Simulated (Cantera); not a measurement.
An isothermal, constant-pressure homogeneous reactor starts with H2 : O2 : N2 = 1 : 1 : 2.3 (molar parts), at 800 K and 0.470 bar. Integrator tolerance rtol = 1e-08.

Cantera simulation using GRI-Mech 3.0 (53 species, 325 reactions); the numbers are that mechanism's predictions, not measurements. Below about 950 K walls govern HO2 and H2O2 in real vessels. The temperature is held fixed by assumption; the heat of reaction is taken as removed at once.

Q: What does this change do: temperature 800 to 1323 K?

A: 
| quantity | before | after |
|---|---|---|
| x(H2) at 60.0 s | 0.204 (gas-phase equilibrium <1e-12) | 1.38e-7 (gas-phase equilibrium 1.38e-7) |
| x(O2) at 60.0 s | 0.220 (gas-phase equilibrium 0.132) | 0.132 (gas-phase equilibrium 0.131) |
| x(N2O) at 60.0 s | 2.05e-10 (gas-phase equilibrium 9.03e-11) | 1.26e-8 (gas-phase equilibrium 1.26e-8) |
| x(NO) at 60.0 s | <1e-12 (gas-phase equilibrium 1.40e-6) | 1.20e-5 (gas-phase equilibrium 0.000320) |
| x(OH) at 60.0 s | 9.53e-10 (gas-phase equilibrium 1.53e-9) | 2.38e-5 (gas-phase equilibrium 2.38e-5) |
| x(HO2) at 60.0 s | 9.17e-6 (gas-phase equilibrium 1.62e-11) | 4.39e-8 (gas-phase equilibrium 4.39e-8) |
| x(H2O2) at 60.0 s | 0.00114 (gas-phase equilibrium 7.59e-12) | 4.27e-9 (gas-phase equilibrium 4.26e-9) |
